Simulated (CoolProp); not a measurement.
R141b along the isobar 11.1 MPa: density (kg/m³) from the reference equation and from simpler models built on Tc = 204.4 °C, pc = 4.212 MPa, ω = 0.220; each cubic takes its own stable root.

Model: reference Helmholtz-energy equation of state, Lemmon 2006, in CoolProp. It is a short technical equation, of lower accuracy than the large ones.

```json
[
 {"T (°C)": "-18.45", "phase": "liquid", "reference": "1330"},
 {"T (°C)": "-1.95", "phase": "liquid", "reference": "1302"},
 {"T (°C)": "14.55", "phase": "liquid", "reference": "1274"},
 {"T (°C)": "30.95", "phase": "liquid", "reference": "1245"},
 {"T (°C)": "47.45", "phase": "liquid", "reference": "1215"},
 {"T (°C)": "63.95", "phase": "liquid", "reference": "1185"},
 {"T (°C)": "80.45", "phase": "liquid", "reference": "1153"},
 {"T (°C)": "96.85", "phase": "liquid", "reference": "1121"},
 {"T (°C)": "113.35", "phase": "liquid", "reference": "1087"},
 {"T (°C)": "129.85", "phase": "liquid", "reference": "1051"}
]
```

Question: How far does each simpler model (van der Waals, Redlich-Kwong, Soave-Redlich-Kwong, Peng-Robinson) lie from the reference over these 10 states: mean and median of the absolute difference, and the worst?

Answer: 
- van der Waals: mean 35.9 %, median 36.1 %, worst -37.8 % at -18.45 °C and 11.1 MPa
- Redlich-Kwong: mean 9.5 %, median 9.4 %, worst -10.1 % at 129.85 °C and 11.1 MPa
- Soave-Redlich-Kwong: mean 7.6 %, median 7.5 %, worst -8.0 % at -18.45 °C and 11.1 MPa
- Peng-Robinson: mean 4.1 %, median 4.2 %, worst +4.5 % at 63.95 °C and 11.1 MPa
